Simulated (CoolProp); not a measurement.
Saturated liquid density (kg/m³) of water: the reference equation beside estimates from Tc = 373.9 °C, pc = 22.06 MPa, ω = 0.344.

Computed with CoolProp (reference Helmholtz-energy equation of state, Wagner 2002).

| T (°C) | reference | van der Waals | Redlich-Kwong | Soave-Redlich-Kwong | Peng-Robinson |
|---|---|---|---|---|---|
| 132.95 | 932.3 | 446.7 | 655.2 | 686.1 | 774.6 |
| 135.45 | 930.1 | 445.4 | 653.1 | 684.1 | 772.5 |
| 137.85 | 928.0 | 444.2 | 650.9 | 682.2 | 770.4 |
| 140.25 | 925.9 | ? | 648.8 | 680.3 | 768.4 |
| 142.65 | ? | ? | 646.7 | 678.4 | 766.3 |
| 145.15 | 921.5 | 440.5 | 644.4 | 676.3 | 764.1 |
| 147.55 | 919.3 | 439.2 | 642.3 | 674.3 | 761.9 |
| 149.95 | 917.1 | 438.0 | 640.1 | ? | 759.8 |
| 152.45 | ? | 436.6 | 637.8 | 670.2 | 757.5 |
| 154.85 | ? | 435.4 | 635.5 | 668.2 | 755.3 |
| 157.25 | 910.1 | 434.1 | ? | 666.1 | 753.0 |
| 159.75 | 907.7 | 432.8 | 630.9 | 664.0 | 750.7 |

Question: Some entries are withheld; supply them.

Answer: 
- 140.25, van der Waals: 443.0
- 142.65, reference: 923.8
- 142.65, van der Waals: 441.7
- 149.95, Soave-Redlich-Kwong: 672.3
- 152.45, reference: 914.7
- 154.85, reference: 912.4
- 157.25, Redlich-Kwong: 633.3

Absolute difference from the reference over all 12 rows, mean and median: van der Waals 52.2 and 52.2 %, Redlich-Kwong 30.1 and 30.1 %, Soave-Redlich-Kwong 26.6 and 26.6 %, Peng-Robinson 17.1 and 17.1 %.
